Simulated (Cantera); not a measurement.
A closed system holds: 1 mol Si, a varied amount of Br2, held at 973.15 K and 100000 Pa.

Equilibrium computed with Cantera from the NASA thermochemical tables; the gas is ideal and each condensed phase is pure. Candidate condensed phases: Br2, Si; 9 gas species. Kinetics and transport are ignored.

Q: Which condensed phases are stable at each of these points (n(Br2) (mol)): 0.79, 1.1, 1.4, 1.8, 2.4, 3.2, 4.2?

A: 
```csv
n(Br2) (mol),condensed phases,Si condensed (%)
0.79,Si(s),60.5
1.1,Si(s),44.9
1.4,Si(s),29.9
1.8,Si(s),9.9
2.4,gas only,0.0
3.2,gas only,0.0
4.2,gas only,0.0
```

From 0.79 mol Br2 to 1.8 mol Br2 the condensed part is Si(s). From 2.4 mol Br2 to 4.2 mol Br2 nothing is condensed.
